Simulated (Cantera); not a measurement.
What does this Cantera script print?

```python
import numpy as np
import cantera as ct

gas = ct.Solution("h2o2.yaml")
gas.TPX = 1373, 1000, {'H2': 0.025, 'O2': 1}
reactor = ct.IdealGasConstPressureReactor(gas, energy="off", clone=False)
net = ct.ReactorNet([reactor])
net.rtol, net.atol = 1e-08, 1e-18
show = ['H2', 'O2', 'H', 'H2O', 'H2O2', 'O', 'HO2']
times = np.geomspace(0.0002, 5, 12)

steps = ct.SolutionArray(gas, extra=["t"])
rows = []
print(f"{'t/s':>10s}{'T/K':>9s}{'P/Pa':>11s}" + "".join(f"{s:>11s}" for s in show))
for t in times:
    while net.time < t:
        t_next = net.step()
        steps.append(gas.state, t=t_next)
    rows.append([np.interp(t, steps.t, y) for y in (steps.T, steps.P, *steps(*show).X.T)])
    print(f"{t:10.3e}{rows[-1][0]:9.1f}{rows[-1][1]:11.4g}" + "".join(f"{x:11.3e}" for x in rows[-1][2:]))
rate = np.gradient(steps.T, steps.t)
print("integrator steps:", len(steps.t))
if steps.T.max() > steps.T[0] + 200:
    print(f"time of steepest temperature rise: {steps.t[rate.argmax()]:.4e} s")
gas.TPX = 1373, 1000, {'H2': 0.025, 'O2': 1}
gas.equilibrate("TP")
print(f"equilibrium (TP): T = {gas.T:.1f} K  " + "  ".join(f"{s} {gas[s].X[0]:.3e}" for s in show))
```

Result:

```
       t/s      T/K       P/Pa         H2         O2          H        H2O       H2O2          O        HO2
 2.000e-04   1373.0       1000  2.439e-02  9.756e-01  2.214e-08  3.423e-08  3.110e-11  6.911e-08  5.699e-08
 5.022e-04   1373.0       1000  2.439e-02  9.756e-01  1.093e-07  4.461e-07  1.867e-10  4.799e-07  1.431e-07
 1.261e-03   1373.0       1000  2.435e-02  9.756e-01  4.378e-06  2.474e-05  1.050e-09  2.070e-05  3.682e-07
 3.166e-03   1373.0       1000  3.522e-03  9.572e-01  2.376e-03  1.713e-02  5.018e-08  1.467e-02  1.072e-06
 7.948e-03   1373.0       1000  2.199e-04  9.536e-01  1.615e-03  2.192e-02  2.120e-08  1.976e-02  7.980e-07
 1.996e-02   1373.0       1000  2.110e-04  9.545e-01  1.514e-03  2.202e-02  2.102e-08  1.891e-02  7.846e-07
 5.011e-02   1373.0       1000  1.912e-04  9.566e-01  1.294e-03  2.225e-02  2.057e-08  1.699e-02  7.523e-07
 1.258e-01   1373.0       1000  1.512e-04  9.606e-01  8.943e-04  2.269e-02  1.941e-08  1.324e-02  6.780e-07
 3.159e-01   1373.0       1000  9.097e-05  9.665e-01  4.071e-04  2.334e-02  1.661e-08  7.793e-03  5.308e-07
 7.931e-01   1373.0       1000  3.614e-05  9.717e-01  9.962e-05  2.397e-02  1.160e-08  3.033e-03  3.197e-07
 1.991e+00   1373.0       1000  9.695e-06  9.742e-01  1.366e-05  2.435e-02  6.077e-09  8.034e-04  1.377e-07
 5.000e+00   1373.0       1000  2.159e-06  9.750e-01  1.427e-06  2.454e-02  2.459e-09  1.779e-04  4.923e-08
integrator steps: 1217
equilibrium (TP): T = 1373.0 K  H2 7.448e-08  O2 9.753e-01  H 9.150e-09  H2O 2.466e-02  H2O2 2.270e-10  O 6.126e-06  HO2 3.584e-08
```

Cantera simulation using the H2/O2 subset of GRI-Mech 3.0, which has no nitrogen chemistry; the numbers are that mechanism's predictions, not measurements. Radical loss at walls, strong at low pressure, is not modelled.
